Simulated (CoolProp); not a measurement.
Tetrahydrofuran along the isobar 2910 kPa: fugacity coefficient from the reference equation and from simpler models built on Tc = 540.2 K, pc = 5304 kPa, ω = 0.234; each cubic takes its own stable root.

Values from CoolProp's reference Helmholtz-energy equation of state, Fiedler 2023.

```
T (K)   phase  reference
-----  ------  ---------
236.3  liquid  0.0002313
243.9  liquid  0.0004025
251.5  liquid  0.0006734
259    liquid   0.001081
266.6  liquid   0.001690
274.2  liquid   0.002566
281.8  liquid   0.003793
289.3  liquid   0.005443
296.9  liquid   0.007676
304.5  liquid    0.01060
312    liquid    0.01431
319.6  liquid    0.01905
327.2  liquid    0.02495
```

### Question
How far does each simpler model (van der Waals, Redlich-Kwong, Soave-Redlich-Kwong, Peng-Robinson) lie from the reference over these 13 states: mean and median of the absolute difference, and the worst?

### Answer
- van der Waals: mean 2985.8 %, median 1858.9 %, worst +9705.4 % at 236.3 K and 2910 kPa
- Redlich-Kwong: mean 113.7 %, median 112.0 %, worst +156.2 % at 236.3 K and 2910 kPa
- Soave-Redlich-Kwong: mean 2.9 %, median 3.2 %, worst -3.7 % at 259 K and 2910 kPa
- Peng-Robinson: mean 2.7 %, median 1.4 %, worst +8.9 % at 236.3 K and 2910 kPa
